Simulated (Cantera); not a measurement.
Charge: 1 mol SiH4, 3.1 mol N2O, 0.17 mol H2, 12 mol NO, held at 10.0 mbar.

These are equilibrium values from Cantera (NASA tables, ideal gas, pure condensed phases), not measurements of a reactor. Candidate condensed phases: H2O, Si, SiO2, Si2N2O, Si3N4; 35 gas species. Equilibrium is a limit: real reactors are often held back by kinetics, nucleation or transport.

Question: Which condensed phases are stable at each of these points (T (°C)): 302, 352, 402, 452, 502, 552, 602, 652, 702, 752, 802, 852?

Answer: 
| T (°C) | condensed phases | Si condensed (%) |
|---|---|---|
| 302 | SiO2(α-quartz) | 100.0 |
| 352 | SiO2(α-quartz) | 100.0 |
| 402 | SiO2(α-quartz) | 100.0 |
| 452 | SiO2(α-quartz) | 100.0 |
| 502 | SiO2(α-quartz) | 100.0 |
| 552 | SiO2(α-quartz) | 100.0 |
| 602 | SiO2(β-quartz) | 100.0 |
| 652 | SiO2(β-quartz) | 100.0 |
| 702 | SiO2(β-quartz) | 100.0 |
| 752 | SiO2(β-quartz) | 100.0 |
| 802 | SiO2(β-quartz) | 100.0 |
| 852 | SiO2(β-quartz) | 100.0 |

From 302 °C to 552 °C the condensed part is SiO2(α-quartz). From 602 °C to 852 °C the condensed part is SiO2(β-quartz).
